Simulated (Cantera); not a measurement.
What does this Cantera script print?

```python
import numpy as np
import cantera as ct

gas = ct.Solution("gri30.yaml")
gas.TPX = 1075, 300000, {'CO': 1, 'H2': 0.032, 'O2': 0.323, 'N2': 2.29}
reactor = ct.IdealGasConstPressureReactor(gas, energy="on", clone=False)
net = ct.ReactorNet([reactor])
net.rtol, net.atol = 1e-08, 1e-16
show = ['CO', 'H2', 'O2', 'H2O', 'O', 'CO2']
times = np.geomspace(2e-06, 2, 16)

steps = ct.SolutionArray(gas, extra=["t"])
rows = []
print(f"{'t/s':>10s}{'T/K':>9s}{'P/Pa':>11s}" + "".join(f"{s:>11s}" for s in show))
for t in times:
    while net.time < t:
        t_next = net.step()
        steps.append(gas.state, t=t_next)
    rows.append([np.interp(t, steps.t, y) for y in (steps.T, steps.P, *steps(*show).X.T)])
    print(f"{t:10.3e}{rows[-1][0]:9.1f}{rows[-1][1]:11.4g}" + "".join(f"{x:11.3e}" for x in rows[-1][2:]))
rate = np.gradient(steps.T, steps.t)
print("integrator steps:", len(steps.t))
if steps.T.max() > steps.T[0] + 200:
    print(f"time of steepest temperature rise: {steps.t[rate.argmax()]:.4e} s")
gas.TPX = 1075, 300000, {'CO': 1, 'H2': 0.032, 'O2': 0.323, 'N2': 2.29}
gas.equilibrate("HP")
print(f"equilibrium (HP): T = {gas.T:.1f} K  " + "  ".join(f"{s} {gas[s].X[0]:.3e}" for s in show))
```

Result:

```
       t/s      T/K       P/Pa         CO         H2         O2        H2O          O        CO2
 2.000e-06   1075.0      3e+05  2.743e-01  8.779e-03  8.861e-02  1.074e-11  7.092e-10  8.551e-10
 5.024e-06   1075.0      3e+05  2.743e-01  8.779e-03  8.861e-02  9.332e-11  1.629e-09  2.544e-09
 1.262e-05   1075.0      3e+05  2.743e-01  8.779e-03  8.861e-02  7.238e-10  3.652e-09  9.340e-09
 3.170e-05   1075.0      3e+05  2.743e-01  8.779e-03  8.861e-02  5.503e-09  8.609e-09  4.735e-08
 7.962e-05   1075.0      3e+05  2.743e-01  8.779e-03  8.861e-02  5.640e-08  3.447e-08  4.157e-07
 2.000e-04   1075.1      3e+05  2.743e-01  8.774e-03  8.860e-02  2.260e-06  9.151e-07  1.583e-05
 5.024e-04   1185.5      3e+05  2.642e-01  5.849e-03  8.137e-02  2.619e-03  7.056e-04  1.201e-02
 1.262e-03   2383.1      3e+05  1.214e-01  8.918e-04  2.677e-03  7.697e-03  7.194e-04  1.783e-01
 3.170e-03   2424.7      3e+05  1.170e-01  8.833e-04  5.590e-04  8.282e-03  1.430e-04  1.836e-01
 7.962e-03   2425.0      3e+05  1.170e-01  8.855e-04  4.930e-04  8.306e-03  1.272e-04  1.836e-01
 2.000e-02   2423.6      3e+05  1.171e-01  8.880e-04  4.851e-04  8.305e-03  1.255e-04  1.834e-01
 5.024e-02   2422.8      3e+05  1.172e-01  8.894e-04  4.810e-04  8.305e-03  1.246e-04  1.834e-01
 1.262e-01   2422.7      3e+05  1.172e-01  8.895e-04  4.806e-04  8.305e-03  1.245e-04  1.833e-01
 3.170e-01   2422.7      3e+05  1.172e-01  8.895e-04  4.806e-04  8.305e-03  1.245e-04  1.833e-01
 7.962e-01   2422.7      3e+05  1.172e-01  8.895e-04  4.806e-04  8.305e-03  1.245e-04  1.833e-01
 2.000e+00   2422.7      3e+05  1.172e-01  8.895e-04  4.806e-04  8.305e-03  1.245e-04  1.833e-01
integrator steps: 1618
time of steepest temperature rise: 5.5798e-04 s
equilibrium (HP): T = 2422.7 K  CO 1.172e-01  H2 8.895e-04  O2 4.806e-04  H2O 8.305e-03  O 1.245e-04  CO2 1.833e-01
```

Computed with Cantera and GRI-Mech 3.0 (53 species, 325 reactions). The hydrogen kinetics of GRI-Mech 3.0 are dated; newer H2 mechanisms differ, most at raised pressure.
